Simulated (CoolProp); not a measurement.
Propylene glycol along the isotherm 346.85 °C: fugacity coefficient from the reference equation and from simpler models built on Tc = 400.8 °C, pc = 7.292 MPa, ω = 0.327; each cubic takes its own stable root.

Model: reference Helmholtz-energy equation of state, Eisenbach 2021, in CoolProp.

```json
[
 {"p (MPa)": "0.115", "phase": "gas", "reference": "0.9929", "van der Waals": "0.9943", "Redlich-Kwong": "0.9932", "Soave-Redlich-Kwong": "0.9929", "Peng-Robinson": "0.9922"},
 {"p (MPa)": "0.205", "phase": "gas", "reference": "0.9873", "van der Waals": "0.9898", "Redlich-Kwong": "0.9879", "Soave-Redlich-Kwong": "0.9873", "Peng-Robinson": "0.9862"},
 {"p (MPa)": "0.365", "phase": "gas", "reference": "0.9774", "van der Waals": "0.9819", "Redlich-Kwong": "0.9784", "Soave-Redlich-Kwong": "0.9774", "Peng-Robinson": "0.9754"},
 {"p (MPa)": "0.648", "phase": "gas", "reference": "0.9600", "van der Waals": "0.9678", "Redlich-Kwong": "0.9618", "Soave-Redlich-Kwong": "0.9600", "Peng-Robinson": "0.9565"},
 {"p (MPa)": "1.15", "phase": "gas", "reference": "0.9290", "van der Waals": "0.9430", "Redlich-Kwong": "0.9324", "Soave-Redlich-Kwong": "0.9294", "Peng-Robinson": "0.9233"},
 {"p (MPa)": "2.05", "phase": "gas", "reference": "0.8732", "van der Waals": "0.8984", "Redlich-Kwong": "0.8803", "Soave-Redlich-Kwong": "0.8748", "Peng-Robinson": "0.8647"},
 {"p (MPa)": "3.65", "phase": "liquid", "reference": "0.7141", "van der Waals": "0.8185", "Redlich-Kwong": "0.7878", "Soave-Redlich-Kwong": "0.7775", "Peng-Robinson": "0.7619"},
 {"p (MPa)": "6.48", "phase": "liquid", "reference": "0.4278", "van der Waals": "0.6164", "Redlich-Kwong": "0.5379", "Soave-Redlich-Kwong": "0.4923", "Peng-Robinson": "0.4755"},
 {"p (MPa)": "11.5", "phase": "liquid", "reference": "0.2681", "van der Waals": "0.4069", "Redlich-Kwong": "0.3418", "Soave-Redlich-Kwong": "0.3112", "Peng-Robinson": "0.2967"},
 {"p (MPa)": "20.5", "phase": "liquid", "reference": "0.1808", "van der Waals": "0.2959", "Redlich-Kwong": "0.2338", "Soave-Redlich-Kwong": "0.2117", "Peng-Robinson": "0.1976"},
 {"p (MPa)": "36.5", "phase": "liquid", "reference": "0.1390", "van der Waals": "0.2548", "Redlich-Kwong": "0.1818", "Soave-Redlich-Kwong": "0.1635", "Peng-Robinson": "0.1475"}
]
```

At some of these states van der Waals, Redlich-Kwong, Soave-Redlich-Kwong, Peng-Robinson gives the other phase, because its saturation line lies elsewhere.
